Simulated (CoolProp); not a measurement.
Properties of ethanol along the isotherm 251.35 °C.

Values from CoolProp's reference Helmholtz-energy equation of state, Schroeder 2014.

```
p (MPa)          phase  density (kg/m³)  Joule-Thomson coefficient (K/MPa)  expansivity (1/kK)  conductivity (mW/(m K))  fugacity coefficient
-------  -------------  ---------------  ---------------------------------  ------------------  -----------------------  --------------------
1.04               gas            11.53                              9.365               2.385                     43.0                0.9552
2.09               gas            24.50                              9.573               3.046                     45.5                0.9101
3.13               gas            39.20                              9.858               4.009                     48.8                0.8653
4.18               gas            56.96                              10.27               5.617                     53.3                0.8195
5.22               gas            79.85                              10.86               8.871                     60.2                0.7729
6.27     supercritical            117.0                              11.54               19.96                     76.2                0.7230
7.31     supercritical            251.7                              8.186               115.4                      144                0.6651
8.36     supercritical            392.0                              3.325               25.62                      132                0.6009
9.4      supercritical            432.3                              2.116               14.30                      132                0.5488
10.4     supercritical            454.8                              1.561               10.27                      132                0.5080
11.5     supercritical            472.2                              1.205               8.017                      133                0.4711
12.5     supercritical            484.4                             0.9928               6.786                      134                0.4430
13.6     supercritical            495.5                             0.8269               5.877                      135                0.4170
14.6     supercritical            504.0                             0.7137               5.283                      136                0.3967
15.7     supercritical            512.2                             0.6163               4.787                      137                0.3775
```

Thermal conductivity comes from a separate model (Assael 2013).
